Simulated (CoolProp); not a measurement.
Properties of R143a along the isobar 0.101 MPa.

The numbers come from the reference Helmholtz-energy equation of state, Lemmon and Jacobsen 2000 in CoolProp.

```
T (K)  phase  speed of sound (m/s)  expansivity (1/kK)
-----  -----  --------------------  ------------------
333.9    gas                 189.8               3.116
346.6    gas                 193.3               2.987
359.4    gas                 196.8               2.869
372.2    gas                 200.2               2.761
385      gas                 203.5               2.662
397.8    gas                 206.8               2.570
410.5    gas                 210.0               2.485
423.3    gas                 213.2               2.405
436.1    gas                 216.3               2.331
448.9    gas                 219.3               2.261
461.7    gas                 222.3               2.196
474.4    gas                 225.3               2.135
487.2    gas                 228.2               2.076
500      gas                 231.1               2.021
```
